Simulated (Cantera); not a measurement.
Input (Python, Cantera):

```python
import numpy as np
import cantera as ct

gas = ct.Solution("h2o2.yaml")
gas.TPX = 1450, 2666, {'H2': 0.21, 'O2': 7.8}
inlet = ct.Reservoir(gas, clone=True)

reactor = ct.IdealGasConstPressureReactor(gas, energy="off", clone=False)
exhaust = ct.Reservoir(gas, clone=True)
tau = [0.99, 0.35, 0.13, 0.045, 0.016, 0.0057, 0.002, 0.00073][0]
for a, b in ((inlet, reactor), (reactor, exhaust)):
    ct.MassFlowController(a, b, mdot=lambda t: reactor.mass / tau)
net = ct.ReactorNet([reactor])
show = ['H2', 'O2', 'H', 'OH', 'H2O2', 'HO2']

rows = []
print(f"{'tau/s':>10s}{'T/K':>9s}" + "".join(f"{s:>11s}" for s in show))
for tau in [0.99, 0.35, 0.13, 0.045, 0.016, 0.0057, 0.002, 0.00073]:
    net.initial_time = 0.0
    net.advance(30 * tau)
    before = gas.X
    net.advance(40 * tau)
    drift = np.max(np.abs(gas.X - before) / (gas.X + 1e-9))
    rows.append([gas.T, *gas[show].X, drift])
    print(f"{tau:10.3e}{gas.T:9.1f}" + "".join(f"{x:11.3e}" for x in gas[show].X))
```

Output:

```
     tau/s      T/K         H2         O2          H         OH       H2O2        HO2
 9.900e-01   1450.0  4.489e-05  9.703e-01  6.617e-05  1.316e-03  1.842e-08  5.612e-07
 3.500e-01   1450.0  8.229e-05  9.679e-01  1.678e-04  1.788e-03  2.478e-08  8.211e-07
 1.300e-01   1450.0  1.412e-04  9.644e-01  3.700e-04  2.320e-03  3.116e-08  1.104e-06
 4.500e-02   1450.0  2.406e-04  9.596e-01  7.305e-04  2.905e-03  3.740e-08  1.395e-06
 1.600e-02   1450.0  4.014e-04  9.553e-01  1.147e-03  3.406e-03  4.249e-08  1.619e-06
 5.700e-03   1450.0  7.299e-04  9.526e-01  1.503e-03  3.859e-03  4.791e-08  1.788e-06
 2.000e-03   1450.0  1.548e-03  9.521e-01  1.798e-03  4.432e-03  5.654e-08  1.955e-06
 7.300e-04   1450.0  3.499e-03  9.535e-01  2.015e-03  5.151e-03  6.863e-08  2.113e-06
```

Computed with Cantera and the H2/O2 subset of GRI-Mech 3.0, which has no nitrogen chemistry. Radical loss at walls, strong at low pressure, is not modelled.
